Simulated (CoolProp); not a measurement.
Computed with CoolProp (reference Helmholtz-energy equation of state, Gao 2020).

### Question
Give the vapour pressure (MPa), liquid density (kg/m³), vapour density (kg/m³), liquid viscosity (µPa s) of saturated ammonia at 327.1 K.

### Answer
| T (K) | p (MPa) | liquid density (kg/m³) | vapour density (kg/m³) | liquid viscosity (µPa s) |
|---|---|---|---|---|
| 327.1 | 2.25 | 556 | 17.5 | 100 |

Viscosity comes from a separate model (Fenghour 1995).
